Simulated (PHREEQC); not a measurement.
1 kg of water holding 0.57 mol NaOH, 0.027 mol Na2SO4 and 0.079 mol NaCl is evaporated at 25 °C; the solids stay in contact with the brine. No CO2 enters from the air. The run lets Halite, Mirabilite, Thenardite precipitate or redissolve, and no other solid.

All values are PHREEQC results (Pitzer model, pitzer.dat), not measurements.

```csv
water left (kg),ionic strength,water activity,Halite (mol),Thenardite (mol),S in solution (mol/kgw)
1,0.730,0.978,0,0,0.0270
0.8219,0.888,0.973,0,0,[?]
0.6755,1.08,0.967,0,0,0.0400
0.5552,1.31,0.959,0,0,0.0486
0.4563,1.60,0.950,0,0,0.0592
0.375,[?],0.938,0,0,0.0720
0.3082,[?],[?],0,0,0.0876
0.2533,2.88,0.904,0,0,0.107
0.2082,3.51,0.880,0,0,0.130
0.1407,[?],0.807,0,0,0.192
0.1156,6.31,0.753,0,0,0.234
0.09502,7.68,0.682,0,0,0.284
0.07809,9.08,0.595,0,0.00702,0.256
0.06418,10.4,0.494,0,0.0202,0.105
0.05275,12.1,0.379,0.0146,0.0251,0.0361
0.04335,13.8,[?],0.0506,0.0265,0.0112
0.03564,16.3,0.149,0.0697,0.0269,0.00202
```

### Question
What belongs in the gaps?

### Answer

- 0.8219, S in solution (mol/kgw): 0.0329
- 0.375, ionic strength: 1.95
- 0.3082, ionic strength: 2.37
- 0.3082, water activity: 0.923
- 0.1407, ionic strength: 5.19
- 0.04335, water activity: 0.267
